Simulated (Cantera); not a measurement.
A closed system holds: 1 mol Fe2O3, 2.9 mol C, 2.9 mol CO, at 2048 K.

Equilibrium computed with Cantera from the NASA thermochemical tables; the gas is ideal and each condensed phase is pure. Candidate condensed phases: C, Fe, Fe(CO)5, FeO, Fe2O3, Fe3O4; 15 gas species. Kinetics and transport are ignored.

Q: What share of the Fe ends up in condensed phases as a function of P (Pa), at 10, 68, 460, 3200, 22000, 150000, 1000000?

A: 
```json
[
 {"P (Pa)": "10", "Fe condensed (%)": "0.0", "as": "-"},
 {"P (Pa)": "68", "Fe condensed (%)": "0.0", "as": "-"},
 {"P (Pa)": "460", "Fe condensed (%)": "55.0", "as": "Fe(l)"},
 {"P (Pa)": "3200", "Fe condensed (%)": "94.3", "as": "Fe(l)"},
 {"P (Pa)": "22000", "Fe condensed (%)": "99.2", "as": "Fe(l)"},
 {"P (Pa)": "150000", "Fe condensed (%)": "99.9", "as": "Fe(l)"},
 {"P (Pa)": "1000000", "Fe condensed (%)": "100.0", "as": "Fe(l)"}
]
```
